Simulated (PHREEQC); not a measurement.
# Metal-bearing waste water: speciation

A solution holds 190 mmol/kgw FeSO4, 31 mmol/kgw CaCl2 and 37 mmol/kgw H2SO4, at 20 °C. Closed to the air; pH follows from the charge balance.

The numbers come from PHREEQC with the ion-association model, wateq4f.dat.

Each row changes one thing in this solution. This is a speciation only: nothing precipitates in the calculation.

| case | pH | ionic strength (mol/kgw) | SO4-2 (mol/kgw) | HSO4- (mol/kgw) |
|---|---|---|---|---|
| as made | 1.79 | 0.487 | 0.0890 | 0.0395 |
| temperature from 20 to 75 °C | 2.11 | 0.399 | 0.0616 | 0.0499 |
| FeSO4 left out | 1.36 | 0.137 | 0.0109 | 0.0185 |
| 0.14 mol/kgw NaHSO4 added | 1.37 | 0.657 | 0.117 | 0.124 |
| FeSO4 replaced by CdSO4 at the same molality | 1.60 | 0.402 | 0.0547 | 0.0396 |
| FeSO4 replaced by MgSO4 at the same molality | 1.68 | 0.452 | 0.0767 | 0.0447 |
| CaCl2 from 0.031 to 0.31 mol/kgw | 1.71 | 1.18 | 0.0682 | 0.0275 |
| CaCl2 left out | 1.81 | 0.420 | 0.0935 | 0.0417 |
| 0.024 mol/kgw NiCl2 added | 1.77 | 0.539 | 0.0858 | 0.0387 |

The ionic strength passes 0.7 mol/kgw, the rough limit of the ion-association models, in CaCl2 from 0.031 to 0.31 mol/kgw. Some of these states are supersaturated (in Gypsum, for instance). Away from 25 °C the constants follow the database's enthalpies or fits; those with neither stay at their 25 °C values.
